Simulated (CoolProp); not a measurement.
o-xylene along the isobar 15 MPa: Z from the reference equation and from simpler models built on Tc = 630.3 K, pc = 3.737 MPa, ω = 0.312; each cubic takes its own stable root.

Model: reference Helmholtz-energy equation of state, Zhou 2012, in CoolProp.

```
T (K)   phase  reference
-----  ------  ---------
260.6  liquid     0.8025
301.3  liquid     0.7195
342.1  liquid     0.6578
382.8  liquid     0.6114
423.6  liquid     0.5763
464.3  liquid     0.5502
505.1  liquid     0.5319
545.8  liquid     0.5209
586.6  liquid     0.5174
```

How far does each simpler model (van der Waals, Redlich-Kwong, Soave-Redlich-Kwong, Peng-Robinson) lie from the reference over these 9 states: mean and median of the absolute difference, and the worst?


- van der Waals: mean 61.6 %, median 62.4 %, worst +71.1 % at 260.6 K and 15 MPa
- Redlich-Kwong: mean 15.1 %, median 14.8 %, worst +16.8 % at 260.6 K and 15 MPa
- Soave-Redlich-Kwong: mean 12.4 %, median 12.0 %, worst +15.1 % at 260.6 K and 15 MPa
- Peng-Robinson: mean 1.0 %, median 0.9 %, worst +2.8 % at 260.6 K and 15 MPa
